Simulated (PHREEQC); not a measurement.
Arsenic or selenium liquor: speciation

Make-up at 55 °C: 0.011 mol/kgw Na2SeO3, 0.00021 mol/kgw HCl and 0.2 mol/kgw CaCl2. Closed to the air; pH follows from the charge balance.

All values are PHREEQC results (ion-association model, wateq4f.dat), not measurements.

```json
{
 "pH": "9.39",
 "ionic_strength": "0.632 mol/kgw",
 "activity_of_water": "0.989",
 "total_alkalinity": "-0.210 meq/kg"
}
```

```
species  molality  activity   log γ
-------  --------  --------  ------
Cl-         0.400     0.245  -0.213
Ca+2        0.200    0.0464  -0.634
Na+        0.0220    0.0152  -0.161
SeO3-2     0.0105   0.00297  -0.547
HSeO3-   0.000524  0.000383  -0.137
OH-      0.000287  0.000172  -0.223
CaOH+     2.74e-5   1.87e-5  -0.166
```

This is a speciation only: nothing precipitates in the calculation. Complexes and solids missing from the database can't appear. At this temperature some constants are extrapolated from 25 °C, and those without enthalpy data are left unchanged.
